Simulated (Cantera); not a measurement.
What does this Cantera script print?

```python
import numpy as np
import cantera as ct

surf = ct.Interface("ptcombust.yaml", "Pt_surf")
gas = surf.adjacent["gas"]
gas.TPX = 300, 4100, {'CH4': 0.079, 'O2': 0.15, 'N2': 0.79}
jet = ct.ImpingingJet(gas=gas, width=0.063, surface=surf)
jet.inlet.mdot, jet.inlet.T, jet.inlet.X = 0.17, 300, {'CH4': 0.079, 'O2': 0.15, 'N2': 0.79}
jet.set_refine_criteria(ratio=10, slope=0.2, curve=0.3)
show, cover = ['CH4', 'O2', 'H2O', 'OH', 'CO', 'CO2'], ["PT(S)", "H(S)", "O(S)", "OH(S)", "CO(S)", "C(S)"]

rows = []
print(f"{'Ts/K':>7s}" + "".join(f"{s:>11s}" for s in show + cover) + "   (gas at the wall, coverages)")
for i, Ts in enumerate([900, 950, 1000, 1050, 1100, 1150, 1200, 1250]):
    jet.surface.T = Ts
    if i == 0:
        surf.TP = Ts, 4100
        surf.coverages = "PT(S):0.5, O(S):0.5"
        surf.advance_coverages(1.0)
        jet.set_initial_guess(products="inlet")
    jet.solve(loglevel=0, auto=(i == 0))
    rows.append([*(jet.X[gas.species_index(s), -1] for s in show), *surf[cover].coverages])
    print(f"{Ts:7g}" + "".join(f"{x:11.3e}" for x in rows[-1]))
```

Result:

```
   Ts/K        CH4         O2        H2O         OH         CO        CO2      PT(S)       H(S)       O(S)      OH(S)      CO(S)       C(S)   (gas at the wall, coverages)
    900  6.189e-02  1.133e-01  2.959e-02  4.383e-08  2.648e-05  1.940e-02  2.489e-01  8.219e-08  7.501e-01  1.011e-03  2.311e-05  8.228e-08
    950  5.223e-02  9.260e-02  4.764e-02  1.474e-07  3.211e-05  3.137e-02  3.345e-01  2.297e-07  6.643e-01  1.141e-03  2.022e-05  9.684e-08
   1000  4.242e-02  7.170e-02  6.579e-02  4.163e-07  3.730e-05  4.350e-02  4.272e-01  5.441e-07  5.716e-01  1.168e-03  1.681e-05  1.051e-07
   1050  3.396e-02  5.375e-02  8.132e-02  1.017e-06  4.294e-05  5.395e-02  5.229e-01  1.135e-06  4.759e-01  1.109e-03  1.376e-05  1.095e-07
   1100  2.734e-02  3.982e-02  9.334e-02  2.180e-06  5.054e-05  6.208e-02  6.177e-01  2.162e-06  3.813e-01  9.923e-04  1.147e-05  1.138e-07
   1150  2.249e-02  2.968e-02  1.021e-01  4.182e-06  6.238e-05  6.798e-02  7.072e-01  3.855e-06  2.919e-01  8.451e-04  9.989e-06  1.211e-07
   1200  1.910e-02  2.267e-02  1.080e-01  7.287e-06  8.227e-05  7.204e-02  7.870e-01  6.547e-06  2.123e-01  6.885e-04  9.238e-06  1.346e-07
   1250  1.686e-02  1.812e-02  1.119e-01  1.169e-05  1.167e-04  7.464e-02  8.526e-01  1.069e-05  1.468e-01  5.394e-04  9.112e-06  1.574e-07
```

Detailed kinetics in Cantera: Deutschmann's 1995 Pt surface mechanism with GRI-Mech 3.0 gas chemistry. Catalytic surfaces can have several steady states; this one follows from the mechanism file's or the stated starting coverage.
